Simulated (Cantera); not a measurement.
Charge: 1 mol Al, a varied amount of CO2, 110 mol N2, held at 1352 °C and 0.920 bar.

Method: chemical equilibrium by Gibbs-energy minimisation in Cantera with the NASA 1993 tables (ideal gas, pure condensed phases). Candidate condensed phases: Al, AlN, Al2O3, C; 32 gas species. Mutual solubility and eutectic melting of coexisting phases are not modelled. Equilibrium is a limit: real reactors are often held back by kinetics, nucleation or transport.

x: gas mole fraction; n: condensed amount in mol.

```csv
n(CO2) (mol),x N2,x CO2,x CO,x NO,x O2,x O,x Al,n AlN(s),n Al2O3(s)
0.13,0.999,1.61e-8,0.00119,2.07e-12,<1e-12,<1e-12,3.55e-9,0.913,0.0433
0.25,0.998,___,___,2.07e-12,<1e-12,<1e-12,3.55e-9,___,___
0.5,0.995,___,___,2.06e-12,<1e-12,<1e-12,3.55e-9,___,___
0.99,0.991,1.21e-7,0.00893,2.05e-12,<1e-12,<1e-12,3.56e-9,0.340,0.330
2,0.982,0.00446,0.0134,5.02e-8,9.17e-11,1.94e-10,<1e-12,0,0.500
3.9,0.966,0.0211,0.0132,2.39e-7,2.11e-9,9.33e-10,<1e-12,0,0.500
7.7,0.935,0.0527,0.0127,6.07e-7,1.41e-8,2.41e-9,<1e-12,0,0.500
15,0.880,0.108,0.0120,1.28e-6,6.68e-8,5.25e-9,<1e-12,0,0.500
```

Question: What belongs in the gaps?

Answer: 
- 0.25, x CO2: 3.10e-8
- 0.25, x CO: 0.00228
- 0.25, n AlN(s): 0.833
- 0.25, n Al2O3(s): 0.0833
- 0.5, x CO2: 6.17e-8
- 0.5, x CO: 0.00454
- 0.5, n AlN(s): 0.667
- 0.5, n Al2O3(s): 0.167
